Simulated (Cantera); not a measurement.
A closed system holds: 1 mol Pb, 9.7 mol CO, 170 mol H2, held at 93000 Pa.

Equilibrium computed with Cantera from the NASA thermochemical tables; the gas is ideal and each condensed phase is pure. Candidate condensed phases: C, C6H6, C7H8, C8H18, H2O, Pb, PbO, PbO2, Pb3O4; 113 gas species. Equilibrium is a limit: real reactors are often held back by kinetics, nucleation or transport.

x: gas mole fraction; n: condensed amount in mol.

```csv
T (°C),x H2,x CH4,x H2O,x CO,x Pb,n Pb(l)
500,0.879,0.0604,0.0604,6.15e-5,2.48e-8,1.000
600,0.884,0.0568,0.0563,0.00281,6.84e-7,1.000
700,0.909,0.0344,0.0331,0.0220,9.41e-6,0.998
800,0.932,0.0135,0.0128,0.0414,7.86e-5,0.986
900,0.940,0.00505,0.00485,0.0493,0.000454,0.919
1000,0.942,0.00208,0.00202,0.0519,0.00197,0.646
1100,0.940,?,?,0.0528,0.00554,0
1200,0.940,0.000490,0.000480,0.0532,0.00554,0
1300,0.940,0.000273,0.000269,0.0534,0.00554,0
1400,0.940,0.000162,0.000162,0.0535,0.00553,0
1500,0.940,?,?,0.0536,0.00553,0
1600,0.940,6.41e-5,7.37e-5,0.0536,0.00553,0
1700,0.939,4.10e-5,5.59e-5,0.0536,0.00553,0
```

### Question
Fill in the missing entries.

### Answer

- 1500, x CH4: 0.000101
- 1500, x H2O: 0.000105
- 1100, x CH4: 0.000958
- 1100, x H2O: 0.000933
